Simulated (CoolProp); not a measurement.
Vapour-liquid equilibrium of n-hexane (1) + n-decane (2) at 406.1 K; x and y are mole fractions of (1).

Computed with CoolProp (multi-fluid Helmholtz-energy mixture model, Thol 2019 and Lemmon 2006; pair parameters Kunz 2012).

Question: Give the bubble pressure and the first vapour's composition at x = 0.55, 0.75, 0.95. Is there an azeotrope?

Answer: x = 0.55: 0.2848 MPa, y = 0.942; x = 0.75: 0.3905 MPa, y = 0.975; x = 0.95: 0.5028 MPa, y = 0.996. No azeotrope shows between x = 0.05 and 0.95.

Pair parameters are fitted to limited data, so mixtures are less certain than the pure fluids.
